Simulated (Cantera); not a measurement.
Cu + NH₃ + N₂ (metals in furnace atmospheres)

A closed system holds: 1 mol Cu, 0.39 mol NH₃, 3.1 mol N₂, held at 133 Pa.

Method: chemical equilibrium by Gibbs-energy minimisation in Cantera with the NASA 1993 tables (ideal gas, pure condensed phases). Candidate condensed phases: Cu; 11 gas species. Equilibrium is a limit: real reactors are often held back by kinetics, nucleation or transport.

From 625 °C to 1025 °C the condensed part is Cu(s). From 1125 °C to 1325 °C the condensed part is Cu(l).

```
T (°C)   x N₂   x H₂      x Cu       x H     x Cu₂  n Cu(s)  n Cu(l)
------  -----  -----  --------  --------  --------  -------  -------
625     0.849  0.151  1.22e-10   1.16e-9    <1e-12     1.00        0
725     0.849  0.151   1.08e-8   2.29e-8    <1e-12     1.00        0
825     0.849  0.151   4.18e-7   2.63e-7  3.25e-12    1.000        0
925     0.849  0.151   8.71e-6   2.02e-6  2.42e-10    1.000        0
1025    0.849  0.151  0.000113   1.14e-5   9.09e-9    1.000        0
1125    0.848  0.151  0.000973   5.03e-5   1.87e-7        0    0.996
1225    0.844  0.150   0.00596  0.000182   2.31e-6        0    0.977
1325    0.824  0.146    0.0290  0.000557   2.05e-5        0    0.884
```
x: gas mole fraction; n: condensed amount in mol.
